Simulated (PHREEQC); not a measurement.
# Acid rinse or clean (model solution)

Make-up at 65 °C: 0.029 mol/kgw HF and 0.09 mol/kgw FeCl3. Closed to the air; pH follows from the charge balance.

Equilibrium calculation in PHREEQC: ion-association model, wateq4f.dat.

```json
{
  "pH": "1.53",
  "ionic_strength": "0.332 mol/kgw",
  "activity_of_water": "0.994",
  "total_alkalinity": "-209 meq/kg"
}
```

```tsv
species	molality	activity	log γ
Cl-	0.222	0.145	-0.185
FeCl+2	0.0423	0.00953	-0.647
H+	0.0386	0.0296	-0.116
FeF+2	0.0257	0.00579	-0.647
Fe+3	0.00788	0.000711	-1.045
FeOH+2	0.00545	0.00123	-0.647
FeCl2+	0.00283	0.00202	-0.147
Fe2(OH)2+4	0.00212	9.48e-6	-2.348
FeF2+	0.00152	0.00105	-0.162
HF	0.000267	0.000288	0.033
Fe(OH)2+	7.46e-5	5.22e-5	-0.156
FeCl3	2.71e-5	2.93e-5	0.033
Fe3(OH)4+5	1.86e-5	3.99e-9	-3.669
FeF3	5.21e-6	5.62e-6	0.033
F-	4.64e-6	3.00e-6	-0.190
H2F2	4.27e-8	4.60e-8	0.033
```

Precipitation was switched off in this run. The solution is supersaturated, for example in Hematite (slow to form), Goethite (slow to form), so a real one may precipitate; this is no full list. At this temperature some constants are extrapolated from 25 °C, and those without enthalpy data are left unchanged. Fluoro complexes past AlF4- and FeF3 are missing from the database.
